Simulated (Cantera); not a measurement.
What does this Cantera script print?

```python
import numpy as np
import cantera as ct

gas_names = """
    CL CL2 H HCL H2 N NH NH2 NH3 N2 N2H2 N2H4 Si SiCL SiCL2 SiCL3 SiCL4 SiH SiHCL3 SiH2 SiH2CL2 SiH3
    SiH3CL SiH4 SiN Si2 Si2N Si3
""".split()
cond_names = """
    NH4CL(a) NH4CL(b) Si(cr) Si(L) Si3N4(a)
""".split()


# ... load() reads the species with a 1 bar reference pressure and builds the phases ...
atoms = {
    'Si3N4': {'Si': 3, 'N': 4},
    'Cl2': {'CL': 2},
    'H2': {'H': 2},
}
top_T = {'Si3N4(a)': 2400}  # K; cautious upper limits of use, not melting points


# ... equilibrate(T, P, feed) seeds the gas with the atoms and calls Mixture.equilibrate('TP', solver="vcs", rtol=1e-11, max_steps=5000) ...
results = []
feed = {'Si3N4': 1, 'Cl2': 14, 'H2': 63}  # mol
P = 170  # Pa
for T in [848, 948, 1048, 1148, 1248, 1348, 1448, 1548, 1648, 1748]:
    mix = equilibrate(T, P, feed)
    results.append((T, P, feed, dict(zip(mix.species_names, mix.species_moles))))
    x = sorted(zip(gas.X, gas.species_names), reverse=True)
    print(f"T = {T:g} K  P = {P:g} Pa  gas = {mix.phase_moles(0):.4g} mol")
    print("   x: " + "  ".join(f"{s} {v:.3e}" for v, s in x if v > 1e-06))
    print("   condensed (mol): " + ("  ".join(f"{mix.phase(i).name} {mix.phase_moles(i):.4g}"
          for i in range(1, mix.n_phases) if mix.phase_moles(i) > 1e-12) or "none"))
```

Result:

```
T = 848 K  P = 170 Pa  gas = 76.5 mol
   x: H2 6.800e-01  HCL 2.870e-01  SiCL4 1.969e-02  N2 1.318e-02  SiHCL3 7.566e-05  SiCL3 3.843e-06
   condensed (mol): Si3N4(a) 0.4959
T = 948 K  P = 170 Pa  gas = 76.58 mol
   x: H2 6.726e-01  HCL 3.000e-01  SiCL4 1.624e-02  N2 1.097e-02  SiHCL3 1.640e-04  SiCL3 4.165e-05  SiCL2 3.613e-06
   condensed (mol): Si3N4(a) 0.58
T = 1048 K  P = 170 Pa  gas = 76.65 mol
   x: H2 6.673e-01  HCL 3.089e-01  SiCL4 1.361e-02  N2 9.528e-03  SiHCL3 3.006e-04  SiCL3 2.797e-04  SiCL2 1.054e-04
   condensed (mol): Si3N4(a) 0.6348
T = 1148 K  P = 170 Pa  gas = 76.81 mol
   x: H2 6.632e-01  HCL 3.135e-01  SiCL4 1.071e-02  N2 9.310e-03  SiCL2 1.562e-03  SiCL3 1.231e-03  SiHCL3 4.547e-04  SiH2CL2 2.418e-06  H 1.415e-06
   condensed (mol): Si3N4(a) 0.6424
T = 1248 K  P = 170 Pa  gas = 77.43 mol
   x: H2 6.603e-01  HCL 3.062e-01  N2 1.339e-02  SiCL2 1.075e-02  SiCL4 5.905e-03  SiCL3 2.967e-03  SiHCL3 4.484e-04  H 9.204e-06  SiH2CL2 4.627e-06  CL 3.651e-06
   condensed (mol): Si3N4(a) 0.4818
T = 1348 K  P = 170 Pa  gas = 78.72 mol
   x: H2 6.640e-01  HCL 2.724e-01  SiCL2 3.278e-02  N2 2.541e-02  SiCL3 3.359e-03  SiCL4 1.728e-03  SiHCL3 2.391e-04  H 4.573e-05  CL 1.564e-05  SiH2CL2 4.818e-06
   condensed (mol): none
T = 1448 K  P = 170 Pa  gas = 78.91 mol
   x: H2 6.601e-01  HCL 2.763e-01  SiCL2 3.585e-02  N2 2.535e-02  SiCL3 1.772e-03  SiCL4 3.217e-04  H 1.816e-04  SiHCL3 6.576e-05  CL 6.194e-05  SiCL 2.804e-06  SiH2CL2 2.079e-06
   condensed (mol): none
T = 1548 K  P = 170 Pa  gas = 78.99 mol
   x: H2 6.587e-01  HCL 2.772e-01  SiCL2 3.691e-02  N2 2.532e-02  SiCL3 9.604e-04  H 6.061e-04  CL 2.037e-04  SiCL4 6.995e-05  SiHCL3 2.030e-05  SiCL 1.229e-05  Si 1.777e-06
   condensed (mol): none
T = 1648 K  P = 170 Pa  gas = 79.07 mol
   x: H2 6.573e-01  HCL 2.771e-01  SiCL2 3.730e-02  N2 2.529e-02  H 1.751e-03  CL 5.790e-04  SiCL3 5.523e-04  SiCL 4.445e-05  SiCL4 1.802e-05  Si 1.362e-05  SiHCL3 7.136e-06
   condensed (mol): none
T = 1748 K  P = 170 Pa  gas = 79.23 mol
   x: H2 6.548e-01  HCL 2.762e-01  SiCL2 3.729e-02  N2 2.524e-02  H 4.484e-03  CL 1.459e-03  SiCL3 3.353e-04  SiCL 1.377e-04  Si 8.227e-05  SiCL4 5.379e-06  SiH 3.653e-06  SiHCL3 2.806e-06  SiH2 1.291e-06
   condensed (mol): none
```

Method: chemical equilibrium by Gibbs-energy minimisation in Cantera with the NASA 1993 tables (ideal gas, pure condensed phases). The tables' values for SiCl3, SiCl are old estimates; treat these amounts as uncertain.
